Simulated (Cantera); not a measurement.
Low-pressure radical oxidation in H2/O2

An isothermal, constant-pressure homogeneous reactor starts with 15.3 % H2, 84.7 % O2, at 1175 K and 27.8 Torr.

Cantera simulation using the H2/O2 subset of GRI-Mech 3.0, which has no nitrogen chemistry; the numbers are that mechanism's predictions, not measurements. Radical loss at walls, strong at low pressure, is not modelled. The temperature is held fixed by assumption; the heat of reaction is taken as removed at once.

```
t (s)         x H2   x O2       x O    x H2O2    x HO2      x OH
--------  --------  -----  --------  --------  -------  --------
6.00e-5      0.153  0.847   1.37e-8  1.01e-11  1.24e-8   8.40e-9
0.000278     0.152  0.847   2.01e-5  5.06e-10  3.96e-7   1.18e-5
0.00129    0.00491  0.782    0.0430   7.64e-7  2.28e-5   0.00687
0.00600   0.000649  0.829   0.00524   7.66e-7  1.50e-5   0.00241
0.0278     2.74e-5  0.834  0.000229   2.40e-7  2.29e-6  0.000502
0.129      1.95e-6  0.835   1.77e-5   5.32e-8  2.50e-7  0.000140
0.600      2.44e-7  0.835   2.35e-6   1.18e-8  3.95e-8   5.11e-5
2.78       4.15e-8  0.835   4.11e-7   2.65e-9  1.31e-8   2.13e-5
12.9       1.00e-8  0.835   9.98e-8  7.49e-10  1.42e-8   1.05e-5
60.0       7.07e-9  0.835   6.99e-8  5.54e-10  1.60e-8   8.78e-6
```
x: mole fraction; the columns are a selection and need not sum to one.

Equilibrium at this temperature and pressure: H2 7.07e-9, O2 0.835, O 6.98e-8, H2O2 5.53e-10, HO2 1.60e-8, OH 8.78e-6 (gas phase only).
